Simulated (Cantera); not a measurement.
A perfectly stirred reactor is fed with 14.5 % NH₃, 85.5 % H₂, at 100.0 Torr; it is held at 2100 K, and followed from long to short residence time.

Computed with Cantera and the gas-phase N/H chemistry of the illustrative SiF4/NH3 mechanism in the Surface Chemkin manual (1991). Walls and surfaces, which speed up NH3 decomposition in real reactors, are not modelled.

Problem. Predict: x(NH₃) at τ = 13.0 s; x(H₂) at τ = 13.0 s; x(N) at τ = 13.0 s; x(NH₂) at τ = 13.0 s; x(NH) at τ = 13.0 s; x(NH₃) at τ = 0.200 s; x(H₂) at τ = 0.200 s; x(N) at τ = 0.200 s; x(NH₂) at τ = 0.200 s; x(NH) at τ = 0.200 s.

Solution. 
```json
{
 "x(NH₃) at τ = 13.0 s": "0.000648",
 "x(H₂) at τ = 13.0 s": "0.929",
 "x(N) at τ = 13.0 s": "2.39e-6",
 "x(NH₂) at τ = 13.0 s": "1.60e-5",
 "x(NH) at τ = 13.0 s": "3.75e-6",
 "x(NH₃) at τ = 0.200 s": "0.0486",
 "x(H₂) at τ = 0.200 s": "0.908",
 "x(N) at τ = 0.200 s": "2.03e-6",
 "x(NH₂) at τ = 0.200 s": "0.000272",
 "x(NH) at τ = 0.200 s": "1.43e-5"
}
```
